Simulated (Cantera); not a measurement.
Charge: 1 mol CH₃F, 0.59 mol F₂, held at 1798 K and 0.260 bar.

Cantera equilibrium calculation (NASA polynomials, part measured and part estimated; ideal gas, pure solids and liquids). Candidate condensed phases: C, C₆H₆, C₇H₈, C₈H₁₈; 95 gas species. Kinetics and transport are ignored.

Base state: HF 0.842, H₂ 0.158, H 0.000275, C₂H₂ (acetylene) 2.73e-5 (mole fractions); condensed: C(graphite).

Problem. What changes in the equilibrium state with this change: F₂ from 0.59 to 0.041 mol?

Solution. 
```csv
species,before,after
HF,0.842,0.530
H₂,0.158,0.469
H,0.000275,0.000473
CH₄,5.03e-6,4.44e-5
C₂H₂ (acetylene),2.73e-5,8.10e-5
"C(graphite), mol",1.000,1.000
```
